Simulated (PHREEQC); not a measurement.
A solution holds 0.26 mol ZnSO4, 0.0015 mol NaCl and 5.3e-05 mol FeSO4 per kg of water, at 25 °C. Closed to the air; pH follows from the charge balance.

The numbers come from PHREEQC with the ion-association model, phreeqc.dat.

- pH: 5.46
- ionic strength: 0.498 mol/kgw
- activity of water: 0.994
- density: 1.039 g/cm³

| species | molality | activity | log γ |
|---|---|---|---|
| Zn+2 | 0.124 | 0.0267 | -0.667 |
| ZnSO4 | 0.0900 | 0.101 | 0.050 |
| SO4-2 | 0.0783 | 0.0161 | -0.687 |
| Zn(SO4)2-2 | 0.0458 | 0.0132 | -0.539 |
| Cl- | 0.00140 | 0.000910 | -0.187 |
| Na+ | 0.00138 | 0.000993 | -0.144 |
| NaSO4- | 0.000116 | 8.02e-5 | -0.160 |
| ZnCl+ | 0.000101 | 6.54e-5 | -0.187 |
| Fe+2 | 3.23e-5 | 8.08e-6 | -0.602 |
| FeSO4 | 2.07e-5 | 2.32e-5 | 0.050 |
| ZnOH+ | 1.16e-5 | 8.48e-6 | -0.135 |
| HSO4- | 7.34e-6 | 5.38e-6 | -0.135 |
| H+ | 4.49e-6 | 3.44e-6 | -0.117 |

No solid was allowed to form.
